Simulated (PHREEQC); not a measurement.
Brine (model solution)

Dissolve 1.8 mol Na2SO4 and 0.14 mol KCl per kg of water at 20 °C. Closed to the air; pH follows from the charge balance.

The numbers come from PHREEQC with the Pitzer model, pitzer.dat.

Each row changes one thing in this solution. This is a speciation only: nothing precipitates in the calculation.

| case | HSO4- (mol/kgw) | SI of Mirabilite (Na2SO4:10H2O) | SI of Thenardite (Na2SO4) |
|---|---|---|---|
| as made | 2.62e-7 | +0.13 | -0.77 |
| temperature from 20 to 75 °C | 3.89e-6 | -1.44 | -0.44 |
| diluted 5-fold with water | 1.91e-7 | -0.91 | -2.04 |
| Na2SO4 from 1.8 to 0.36 mol/kgw | 1.83e-7 | -0.97 | -2.08 |
| Na2SO4 from 1.8 to 0.9 mol/kgw | 2.34e-7 | -0.29 | -1.32 |

Some of these states are supersaturated (in Mirabilite, for instance). At this temperature some constants are extrapolated from 25 °C, and those without enthalpy data are left unchanged.
